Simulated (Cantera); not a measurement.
**Reactions in the system C-F**

Source: NASA polynomial tables (part measured, part estimated), evaluated in Cantera. Values are per mole of reaction as written; species without (g) are pure solids or liquids, kept so even where they would boil at 1 bar. The tables' values for C2F4 are old estimates.

4 F(g) + 2 C ⇌ C2F4(g)

```tsv
T (K)	ΔH° (kJ)	ΔS° (J/K)	ΔG° (kJ)	log10 K
350	-977.5	-350.6	-854.8	127.56
550	-981.4	-359.6	-783.6	74.42
750	-984.0	-363.6	-711.2	49.53
950	-985.8	-365.9	-638.3	35.09
1150	-987.3	-367.3	-564.9	25.66
1350	-988.5	-368.2	-491.4	19.01
1550	-989.5	-368.9	-417.7	14.07
1750	-990.5	-369.5	-343.8	10.26
1950	-991.3	-370.0	-269.9	7.23
```

C + 4 F(g) ⇌ CF4(g)

```
T (K)  ΔH° (kJ)  ΔS° (J/K)  ΔG° (kJ)  log10 K
-----  --------  ---------  --------  -------
350     -1252.5     -385.1   -1117.8   166.81
550     -1257.8     -397.1   -1039.3    98.71
750     -1260.8     -402.0    -959.4    66.81
950     -1262.9     -404.4    -878.7    48.31
1150    -1264.4     -405.9    -797.7    36.23
1350    -1265.6     -406.8    -716.4    27.72
1550    -1266.5     -407.5    -635.0    21.40
1750    -1267.3     -408.0    -553.4    16.52
1950    -1268.0     -408.3    -471.8    12.64
```

2 CF3(g) + F2(g) ⇌ 2 CF4(g)

```tsv
T (K)	ΔH° (kJ)	ΔS° (J/K)	ΔG° (kJ)	log10 K
350	-926.0	-211.3	-852.1	127.16
550	-926.3	-212.1	-809.7	76.90
750	-925.5	-210.9	-767.4	53.44
950	-924.2	-209.3	-725.4	39.88
1150	-922.6	-207.8	-683.7	31.05
1350	-920.9	-206.5	-642.2	24.85
1550	-919.2	-205.2	-601.1	20.26
1750	-917.4	-204.1	-560.1	16.72
1950	-915.5	-203.1	-519.4	13.91
```

CF2(g) + 2 F(g) ⇌ CF4(g)

| T (K) | ΔH° (kJ) | ΔS° (J/K) | ΔG° (kJ) | log10 K |
|---|---|---|---|---|
| 350 | -911.0 | -300.3 | -805.9 | 120.27 |
| 550 | -913.6 | -306.4 | -745.1 | 70.76 |
| 750 | -914.5 | -307.8 | -683.6 | 47.61 |
| 950 | -914.5 | -307.8 | -622.0 | 34.20 |
| 1150 | -914.0 | -307.3 | -560.5 | 25.46 |
| 1350 | -913.2 | -306.7 | -499.1 | 19.31 |
| 1550 | -912.2 | -306.1 | -437.8 | 14.75 |
| 1750 | -911.1 | -305.4 | -376.7 | 11.24 |
| 1950 | -909.8 | -304.7 | -315.7 | 8.46 |
